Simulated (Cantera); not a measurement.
A Cantera script and its output.

```python
import numpy as np
import cantera as ct

gas = ct.Solution("h2o2.yaml")
gas.TPX = 950, 81000, {'H2': 0.77, 'O2': 1, 'N2': 13}
reactor = ct.IdealGasConstPressureReactor(gas, energy="off", clone=False)
net = ct.ReactorNet([reactor])
net.rtol, net.atol = 1e-08, 1e-18
show = ['H2', 'O2', 'HO2', 'H2O2', 'O']
times = np.geomspace(2e-06, 8, 12)

steps = ct.SolutionArray(gas, extra=["t"])
rows = []
print(f"{'t/s':>10s}{'T/K':>9s}{'P/Pa':>11s}" + "".join(f"{s:>11s}" for s in show))
for t in times:
    while net.time < t:
        t_next = net.step()
        steps.append(gas.state, t=t_next)
    rows.append([np.interp(t, steps.t, y) for y in (steps.T, steps.P, *steps(*show).X.T)])
    print(f"{t:10.3e}{rows[-1][0]:9.1f}{rows[-1][1]:11.4g}" + "".join(f"{x:11.3e}" for x in rows[-1][2:]))
rate = np.gradient(steps.T, steps.t)
print("integrator steps:", len(steps.t))
if steps.T.max() > steps.T[0] + 200:
    print(f"time of steepest temperature rise: {steps.t[rate.argmax()]:.4e} s")
gas.TPX = 950, 81000, {'H2': 0.77, 'O2': 1, 'N2': 13}
gas.equilibrate("TP")
print(f"equilibrium (TP): T = {gas.T:.1f} K  " + "  ".join(f"{s} {gas[s].X[0]:.3e}" for s in show))
```

Result:

```
       t/s      T/K       P/Pa         H2         O2        HO2       H2O2          O
 2.000e-06    950.0    8.1e+04  5.213e-02  6.770e-02  1.022e-12  1.741e-17  2.021e-14
 7.966e-06    950.0    8.1e+04  5.213e-02  6.770e-02  4.457e-12  2.915e-16  2.525e-13
 3.173e-05    950.0    8.1e+04  5.213e-02  6.770e-02  2.311e-11  5.622e-15  2.127e-12
 1.264e-04    950.0    8.1e+04  5.213e-02  6.770e-02  1.829e-10  1.521e-13  1.285e-11
 5.032e-04    950.0    8.1e+04  5.213e-02  6.770e-02  3.744e-09  9.165e-12  1.387e-10
 2.004e-03    950.0    8.1e+04  5.213e-02  6.770e-02  3.122e-06  2.440e-08  9.986e-08
 7.983e-03    950.0    8.1e+04  1.075e-02  4.787e-02  2.227e-05  2.639e-05  4.112e-07
 3.179e-02    950.0    8.1e+04  9.827e-03  4.741e-02  2.170e-05  6.632e-05  5.228e-07
 1.266e-01    950.0    8.1e+04  6.065e-03  4.561e-02  1.844e-05  6.806e-05  4.574e-07
 5.043e-01    950.0    8.1e+04  1.454e-03  4.343e-02  8.687e-06  2.012e-05  2.120e-07
 2.009e+00    950.0    8.1e+04  1.250e-04  4.281e-02  1.512e-06  7.001e-07  2.052e-08
 8.000e+00    950.0    8.1e+04  1.348e-05  4.276e-02  2.187e-07  1.516e-08  6.914e-10
integrator steps: 1754
equilibrium (TP): T = 950.0 K  H2 5.275e-12  O2 4.275e-02  HO2 8.442e-11  H2O2 1.431e-11  O 7.349e-12
```

Model: the H2/O2 subset of GRI-Mech 3.0, which has no nitrogen chemistry, integrated in Cantera. The temperature is held fixed by assumption; the heat of reaction is taken as removed at once.
